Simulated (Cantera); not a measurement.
A closed system holds: 1 mol Si₃N₄, 2.8 mol H₂O, 2.1 mol H₂, 0.18 mol CO₂, equilibrated at 1750 °C and 0.0135 Torr.

Method: chemical equilibrium by Gibbs-energy minimisation in Cantera with the NASA 1993 tables (ideal gas, pure condensed phases). Kinetics and transport are ignored.

```tsv
species	before	after
Si	0.00174	0.349
N₂	0.174	0.249
H	0.247	0.185
SiO	0.259	0.0234
H₂	0.303	0.170
CO	0.0157	0.0221
Si₂C	<1e-9	0.000332
Si₂	1.04e-8	0.000421
Si₂N	<1e-9	2.58e-5
HCN	2.02e-8	5.67e-5
SiN	7.58e-7	0.000182
SiH	2.61e-6	0.000392
```
Gas species are given as mole fractions.

Q: Name the change that produced these shifts.
(A) H₂O from 2.8 to 0.0046 mol
(B) pressure from 0.0135 Torr to 7.50 Torr
(C) temperature from 1750 °C to 1327 °C
(D) pressure from 0.0135 Torr to 180 Torr

A: A, H₂O from 2.8 to 0.0046 mol. The tables' values for SiN are old estimates; treat these amounts as uncertain
